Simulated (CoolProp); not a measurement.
Vapour-liquid equilibrium of carbonyl sulfide (1) + propane (2) at 237.8 K; x and y are mole fractions of (1).

Computed with CoolProp (multi-fluid Helmholtz-energy mixture model, Lemmon 2006 and Lemmon 2009; pair parameters Bell 2016).

```json
[
 {"x": "0.05", "bubble pressure (MPa)": "0.1395", "y at the bubble point": "0.077", "dew pressure at overall composition x (MPa)": "0.1380", "liquid density (mol/L)": "13.21"},
 {"x": "0.125", "bubble pressure (MPa)": "0.1451", "y at the bubble point": "0.178", "dew pressure at overall composition x (MPa)": "0.1421", "liquid density (mol/L)": "13.54"},
 {"x": "0.2", "bubble pressure (MPa)": "0.1500", "y at the bubble point": "0.268", "dew pressure at overall composition x (MPa)": "0.1463", "liquid density (mol/L)": "13.89"},
 {"x": "0.275", "bubble pressure (MPa)": "0.1545", "y at the bubble point": "0.350", "dew pressure at overall composition x (MPa)": "0.1504", "liquid density (mol/L)": "14.26"},
 {"x": "0.35", "bubble pressure (MPa)": "0.1587", "y at the bubble point": "0.428", "dew pressure at overall composition x (MPa)": "0.1545", "liquid density (mol/L)": "14.65"},
 {"x": "0.425", "bubble pressure (MPa)": "0.1626", "y at the bubble point": "0.502", "dew pressure at overall composition x (MPa)": "0.1585", "liquid density (mol/L)": "15.06"},
 {"x": "0.5", "bubble pressure (MPa)": "0.1663", "y at the bubble point": "0.573", "dew pressure at overall composition x (MPa)": "0.1625", "liquid density (mol/L)": "15.49"},
 {"x": "0.575", "bubble pressure (MPa)": "0.1700", "y at the bubble point": "0.643", "dew pressure at overall composition x (MPa)": "0.1664", "liquid density (mol/L)": "15.95"},
 {"x": "0.65", "bubble pressure (MPa)": "0.1737", "y at the bubble point": "0.711", "dew pressure at overall composition x (MPa)": "0.1704", "liquid density (mol/L)": "16.42"},
 {"x": "0.725", "bubble pressure (MPa)": "0.1774", "y at the bubble point": "0.778", "dew pressure at overall composition x (MPa)": "0.1744", "liquid density (mol/L)": "16.93"},
 {"x": "0.8", "bubble pressure (MPa)": "0.1812", "y at the bubble point": "0.842", "dew pressure at overall composition x (MPa)": "0.1787", "liquid density (mol/L)": "17.45"},
 {"x": "0.875", "bubble pressure (MPa)": "0.1851", "y at the bubble point": "0.904", "dew pressure at overall composition x (MPa)": "0.1832", "liquid density (mol/L)": "18.01"},
 {"x": "0.95", "bubble pressure (MPa)": "0.1891", "y at the bubble point": "0.963", "dew pressure at overall composition x (MPa)": "0.1882", "liquid density (mol/L)": "18.60"}
]
```

No azeotrope shows between x = 0.05 and 0.95.

The pair parameters rest on a limited set of measurements; away from them the model extrapolates.
